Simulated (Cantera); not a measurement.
Charge: 1 mol TEOS, 2.6 mol O2, held at 952 °C and 0.000280 bar.

Method: chemical equilibrium by Gibbs-energy minimisation in Cantera with the NASA 1993 tables (ideal gas, pure condensed phases). Candidate condensed phases: C, C6H6, C7H8, C8H18, H2O, Si, SiC, SiO2; 123 gas species. The feed counts by its element totals alone. The tables hold silica as quartz up to 1696 K and as liquid above; real silica turns to tridymite and cristobalite and melts near 1996 K. Rates play no part.

Base state: H2 0.581, CO 0.419, SiO 0.000148, H 1.42e-5 (mole fractions); condensed: C(graphite) + SiO2(β-quartz).

Q: What changes in the equilibrium state with this change: pressure from 0.000280 bar to 9.70e-5 bar?

A: 
```csv
species,before,after
H2,0.581,0.563
CO,0.419,0.436
SiO,0.000148,0.000662
H,1.42e-5,2.38e-5
"C(graphite), mol",0.797,0
"SiO2(β-quartz), mol",0.997,0.725
"SiC(s), mol",0,0.263
```
Mutual solubility and eutectic melting of coexisting phases are not modelled.

Q: What changes in the equilibrium state with this change: temperature from 952 °C to 325 °C?

A: 
```csv
species,before,after
H2,0.581,0.627
CO2,6.57e-7,0.199
H2O,1.34e-6,0.130
CO,0.419,0.0331
CH4,1.24e-6,0.0110
SiO,0.000148,<1e-9
H,1.42e-5,<1e-9
"C(graphite), mol",0.797,4.88
"SiO2(β-quartz), mol",0.997,0
"SiO2(α-quartz), mol",0,1.00
```

Q: What changes in the equilibrium state with this change: temperature from 952 °C to 1225 °C?

A: 
```
species                before     after
-------------------  --------  --------
H2                      0.581     0.531
CO                      0.419     0.425
SiO                  0.000148    0.0426
H2O                   1.34e-6   7.20e-5
H                     1.42e-5  0.000748
CO2                   6.57e-7   2.23e-5
C(graphite), mol        0.797         0
SiO2(β-quartz), mol     0.997     0.198
```
